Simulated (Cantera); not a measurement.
A freely propagating, adiabatic, planar premixed flame of CO : H2 : CH4 : O2 : N2 = 1 : 0.13 : 1.2 : 2.12 : 7.96 (molar parts), unburnt at 600 K and 160000 Pa; mixture-averaged transport, grid criteria slope 0.08 and curve 0.16, no radiation.

Model: GRI-Mech 3.0 (53 species, 325 reactions), integrated in Cantera. Burning velocities carry a grid error of a few per cent, more on coarse grids.

Question: Predict: laminar burning velocity; thermal thickness; peak x(C2H2).

Answer: laminar burning velocity: 115 cm/s
thermal thickness: 0.219 mm
peak x(C2H2): 0.000470
